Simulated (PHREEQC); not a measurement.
PHREEQC input (ion-association model, phreeqc.dat):

```
SOLUTION_MASTER_SPECIES
  Amm  AmmH+  0  AmmH  17.031  # ammonia with no redox link, constants of NH4+
SOLUTION_SPECIES
  AmmH+ = AmmH+
    -log_k 0
    -gamma 2.5 0
    -dw 1.98e-9
  AmmH+ = Amm + H+
    -log_k -9.252
    -delta_h 12.48 kcal
    -analytic 0.6322 -0.001225 -2835.76
    -dw 2.28e-9
  AmmH+ + SO4-2 = AmmHSO4-
    -log_k 1.11
PHASES
  Amm(g)
    Amm = Amm
    -log_k 1.7966
    -analytic -18.758 3.3670e-4 2.5113e3 4.8619 39.192
    -T_c 405.6
    -P_c 111.3
    -Omega 0.25
EXCHANGE_SPECIES
  AmmH+ + X- = AmmHX
    -log_k 0.6
    -gamma 2.5 0
    -delta_h -2.4
SOLUTION 1
  temp 4.2
  units mol/kgw
  pH 7 charge
  Na 0.0079
  Si 8.4e-05
  P 0.0062
  K 0.0186
SOLUTION 2
  temp 4.2
  units mol/kgw
  pH 7 charge
  F 0.15012
  Amm 0.00012
END
SELECTED_OUTPUT 1
  -reset false
  -pH true
  -pe true
  -ionic_strength true
  -water true
  -totals Amm F K Na P Si
  -molalities H+ Na+ K+ H4SiO4 PO4-3 F- OH- O2 HPO4-2 H2PO4-
    H3PO4 HF HF2- NaOH NaHPO4- NaF KHPO4- H3SiO4- H2SiO4-2 SiF6-2
    AmmH+ Amm
  -equilibrium_phases Quartz
PRINT
  -reset false
MIX 1
  1 1
  2 0
EQUILIBRIUM_PHASES 1
  Quartz 0 0
  O2(g) -0.68 10
END
# ... the last block is repeated for the other 20 points of share of solution B
```

Selected output (columns that matter, 21 of 21 rows; share of solution B added in front):

```
share of solution B	pH	mu	Amm	F	K	Na	P	Si	m_H+	m_Na+	m_K+	m_H4SiO4	m_PO4-3	Quartz
0	12.647	0.04212	0	0	0.0186	0.0079	0.0062	8.4e-05	2.6059e-13	0.0078892	0.018575	2.1899e-07	0.0047422	0
0.05	12.147	0.036714	5.9994e-06	0.0075052	0.017668	0.0075042	0.0058894	7.9792e-05	8.1948e-13	0.00746	0.017617	7.0892e-07	0.0029085	0
0.1	7.2088	0.026922	1.1998e-05	0.01501	0.016737	0.0071089	0.0055792	4.8697e-05	7.0129e-08	0.0070403	0.016681	4.8638e-05	3.292e-08	2.6895e-05
0.15	3.561	0.022873	1.7997e-05	0.022515	0.015808	0.006714	0.0052692	7.139e-05	0.00030957	0.0066644	0.015808	5.431e-11	3.4127e-15	0
0.2	3.1116	0.022114	2.3997e-05	0.03002	0.014878	0.0063191	0.0049593	6.7191e-05	0.00087005	0.0062739	0.014878	9.9975e-13	3.8085e-16	0
0.25	2.8841	0.021392	2.9996e-05	0.037525	0.013948	0.0059242	0.0046494	6.2992e-05	0.0014671	0.0058831	0.013948	1.4116e-13	1.1753e-16	0
0.3	2.7275	0.020707	3.5996e-05	0.045031	0.013018	0.0055293	0.0043395	5.8793e-05	0.0021014	0.005492	0.013018	3.7998e-14	5.0025e-17	0
0.35	2.6064	0.02006	4.1995e-05	0.052536	0.012089	0.0051344	0.0040295	5.4594e-05	0.0027737	0.0051008	0.012089	1.4068e-14	2.4945e-17	0
0.4	2.5068	0.019451	4.7995e-05	0.060042	0.011159	0.0047395	0.0037196	5.0395e-05	0.0034843	0.0047094	0.011159	6.2877e-15	1.3653e-17	0
0.45	2.4217	0.01888	5.3995e-05	0.067548	0.010229	0.0043446	0.0034097	4.6196e-05	0.0042333	0.0043177	0.010229	3.1762e-15	7.9364e-18	0
0.5	2.3471	0.018348	5.9995e-05	0.075054	0.0092992	0.0039497	0.0030997	4.1996e-05	0.0050204	0.0039259	0.0092992	1.7446e-15	4.8045e-18	0
0.55	2.2806	0.017852	6.5995e-05	0.08256	0.0083693	0.0035547	0.0027898	3.7797e-05	0.0058453	0.0035339	0.0083693	1.0162e-15	2.9899e-18	0
0.6	2.2205	0.017394	7.1995e-05	0.090066	0.0074395	0.0031598	0.0024798	3.3598e-05	0.006707	0.0031418	0.0074395	6.1643e-16	1.894e-18	0
0.65	2.1655	0.016971	7.7995e-05	0.097572	0.0065096	0.0027648	0.0021699	2.9398e-05	0.0076046	0.0027495	0.0065096	3.8389e-16	1.211e-18	0
0.7	2.1149	0.016583	8.3996e-05	0.10508	0.0055797	0.0023699	0.0018599	2.5199e-05	0.0085369	0.002357	0.0055797	2.4229e-16	7.7471e-19	0
0.75	2.068	0.016228	8.9996e-05	0.11259	0.0046498	0.0019749	0.0015499	2.0999e-05	0.0095023	0.0019645	0.0046498	1.5288e-16	4.9083e-19	0
0.8	2.0243	0.015904	9.5997e-05	0.12009	0.0037199	0.0015799	0.00124	1.6799e-05	0.010499	0.0015718	0.0037199	9.4795e-17	3.0342e-19	0
0.85	1.9835	0.01561	0.000102	0.1276	0.0027899	0.001185	0.00092998	1.26e-05	0.011526	0.001179	0.0027899	5.6198e-17	1.7842e-19	0
0.9	1.9451	0.015344	0.000108	0.13511	0.00186	0.00078999	0.00061999	8.3999e-06	0.012582	0.00078607	0.00186	3.0115e-17	9.4491e-20	0
0.95	1.9091	0.015104	0.000114	0.14261	0.00092999	0.000395	0.00031	4.2e-06	0.013663	0.00039308	0.00092999	1.2279e-17	3.7982e-20	0
1	1.875	0.01489	0.00012	0.15012	0	0	0	0	0.01477	0	0	0	0	0
```

At this temperature some constants are extrapolated from 25 °C, and those without enthalpy data are left unchanged. SiF6-2 is the database's only silicon fluoride.
